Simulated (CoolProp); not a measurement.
p-xylene along the isobar 2630 kPa: fugacity coefficient from the reference equation and from simpler models built on Tc = 616.2 K, pc = 3532 kPa, ω = 0.324; each cubic takes its own stable root.

The numbers come from the reference Helmholtz-energy equation of state, Zhou 2012 in CoolProp.

```
T (K)   phase  reference
-----  ------  ---------
399    liquid    0.02925
407.1  liquid    0.03643
415.1  liquid    0.04477
423.2  liquid    0.05459
431.2  liquid    0.06578
439.2  liquid    0.07856
447.3  liquid    0.09322
455.3  liquid     0.1095
463.4  liquid     0.1279
471.4  liquid     0.1481
479.4  liquid     0.1703
487.5  liquid     0.1948
495.5  liquid     0.2212
503.6  liquid     0.2501
```

How far does each simpler model (Redlich-Kwong, Soave-Redlich-Kwong, Peng-Robinson) lie from the reference over these 14 states: mean and median of the absolute difference, and the worst?


- Redlich-Kwong: mean 71.1 %, median 67.7 %, worst +115.8 % at 399 K and 2630 kPa
- Soave-Redlich-Kwong: mean 3.4 %, median 3.7 %, worst +5.2 % at 503.6 K and 2630 kPa
- Peng-Robinson: mean 1.3 %, median 1.3 %, worst +2.1 % at 503.6 K and 2630 kPa
